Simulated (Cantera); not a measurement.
What does this Cantera script print?

```python
import numpy as np
import cantera as ct

gas_names = """
    H Li HCL
""".split()
cond_names = """
    LiCL(s) LiCL(L)
""".split()


# ... load() reads the species with a 1 bar reference pressure and builds the phases ...
species = {s.name: s for s in load("nasa_gas.yaml", gas_names) + load("nasa_condensed.yaml", cond_names)}
# Each term lists the table entries of one substance; the one whose range holds T is used.
reactions = {
    'LiCl + H(g) = Li(g) + HCl(g)':
        [(-1, ['LiCL(s)', 'LiCL(L)']), (-1, ['H']), (1, ['Li']), (1, ['HCL'])],
}


def pick(names, T):
    return next(species[n] for n in names if species[n].thermo.min_temp <= T <= species[n].thermo.max_temp)


results = []
for label, terms in reactions.items():
    print(label)
    print("     T/K   dH/kJ  dS/(J/K)   dG/kJ   log10 K")
    for T in [300, 600, 625, 650, 675, 700, 725]:
        used = [(nu, pick(names, T)) for nu, names in terms]
        dH = sum(nu * s.thermo.h(T) for nu, s in used) / 1e6
        dS = sum(nu * s.thermo.s(T) for nu, s in used) / 1e3
        dG = dH - T * dS / 1e3
        logK = -dG * 1e6 / (ct.gas_constant * T * np.log(10))
        results.append((label, T, dH, dS, dG, logK, [s.name for _, s in used]))
        print(f"{T:8g} {dH:8.1f} {dS:8.1f} {dG:8.1f} {logK:8.2f}")
```

Output:

```
LiCl + H(g) = Li(g) + HCl(g)
     T/K   dH/kJ  dS/(J/K)   dG/kJ   log10 K
     300    257.2    151.5    211.7   -36.87
     600    250.4    136.0    168.8   -14.69
     625    249.7    134.9    165.4   -13.82
     650    249.0    133.9    162.0   -13.02
     675    248.4    132.9    158.7   -12.28
     700    247.7    131.9    155.4   -11.59
     725    247.0    130.9    152.1   -10.96
```

Source: NASA polynomial tables (part measured, part estimated), evaluated in Cantera. Condensed species are held in their standard states even where they would react or evaporate.
